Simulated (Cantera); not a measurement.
What does this Cantera script print?

```python
import numpy as np
import cantera as ct

gas_names = [...]  # 65 gases of nasa_gas.yaml made of F, H, N, O
cond_names = """
    H2O(s) H2O(L)
""".split()


# ... load() reads the species with a 1 bar reference pressure and builds the phases ...
atoms = {
    'HF': {'H': 1, 'F': 1},
    'O2': {'O': 2},
    'N2': {'N': 2},
}
top_T = {}  # K; cautious upper limits of use, not melting points


# ... equilibrate(T, P, feed) seeds the gas with the atoms and calls Mixture.equilibrate('TP', solver="vcs", rtol=1e-11, max_steps=5000) ...
results = []
feed = {'HF': 1, 'O2': 0.053, 'N2': 1}  # mol
P = 13332.2  # Pa
for T in [2000, 2500, 3000, 3500, 4000, 4500, 5000]:
    mix = equilibrate(T, P, feed)
    results.append((T, P, feed, dict(zip(mix.species_names, mix.species_moles))))

top = {s: max(r[3][s] / sum(r[3][g] for g in gas_names) for r in results) for s in gas_names}
cols = sorted((s for s in top if top[s] > 0.001), key=lambda s: -top[s])[:6]
seen = [c for c in cond_names if any(r[3].get(c, 0) > 1e-12 for r in results)]
print("log10 of partial pressures in bar; condensed amounts in mol")
print(f"{'T/K':>10s}" + "".join(f"{s[:9]:>10s}" for s in cols + seen))
for T, P, feed, n in results:
    ng = sum(n[g] for g in gas_names)
    print(f"{T:10.4g}" + "".join(f"{np.log10(max(n[s] / ng * P / 1e5, 1e-99)):10.3f}" for s in cols)
          + "".join(f"{n.get(c, 0):10.4g}" for c in seen))
```

Output:

```
log10 of partial pressures in bar; condensed amounts in mol
       T/K        HF        N2         F         H         N         O
      2000    -1.188    -1.189    -4.017    -6.135    -9.639    -4.418
      2500    -1.195    -1.192    -3.140    -3.934    -7.130    -3.139
      3000    -1.230    -1.206    -2.427    -2.615    -5.459    -2.476
      3500    -1.376    -1.247    -1.830    -1.874    -4.278    -2.302
      4000    -1.790    -1.319    -1.494    -1.506    -3.410    -2.320
      4500    -2.453    -1.368    -1.395    -1.398    -2.730    -2.346
      5000    -3.128    -1.411    -1.383    -1.384    -2.185    -2.357
```

Cantera equilibrium calculation (NASA polynomials, part measured and part estimated; ideal gas, pure solids and liquids).
